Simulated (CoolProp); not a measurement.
Chloromethane (R40) along the isotherm 226.85 °C: Z from the reference equation and from simpler models built on Tc = 145.5 °C, pc = 6929 kPa, ω = 0.150; each cubic takes its own stable root.

Model: reference Helmholtz-energy equation of state, Thol 2014, in CoolProp.

| p (kPa) | phase | reference | Redlich-Kwong | Peng-Robinson |
|---|---|---|---|---|
| 742 | gas | 0.9782 | 0.9782 | 0.9763 |
| 1480 | gas | 0.9563 | 0.9562 | 0.9525 |
| 2230 | gas | 0.9336 | 0.9334 | 0.9283 |
| 2970 | gas | 0.9109 | 0.9105 | 0.9041 |
| 3710 | gas | 0.8878 | 0.8873 | 0.8799 |
| 4450 | gas | 0.8644 | 0.8635 | 0.8556 |
| 5200 | gas | 0.8402 | 0.8391 | 0.8308 |
| 5940 | gas | 0.8161 | … | 0.8064 |
| 6680 | gas | … | 0.7896 | … |
| 7420 | supercritical | … | 0.7644 | 0.7579 |
| 8170 | supercritical | 0.7416 | 0.7387 | 0.7337 |
| 8910 | supercritical | 0.7167 | 0.7133 | 0.7103 |
| 9650 | supercritical | 0.6918 | 0.6882 | … |
| 10400 | supercritical | 0.6671 | 0.6635 | 0.6656 |

Complete the blanks.


- 5940, Redlich-Kwong: 0.8146
- 6680, reference: 0.7916
- 6680, Peng-Robinson: 0.7821
- 7420, reference: 0.7669
- 9650, Peng-Robinson: 0.6876
